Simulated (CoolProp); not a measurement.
Computed with CoolProp (reference Helmholtz-energy equation of state, Thol 2016).

For R1234ze(E), give the phase and the Z, viscosity (µPa s) at 64.05 °C and 3.63 MPa.


- 64.05 °C and 3.63 MPa: liquid; Z 0.142, viscosity 125

Viscosity comes from a separate model (Bell 2016), an estimate that may be off by 10 % or more.
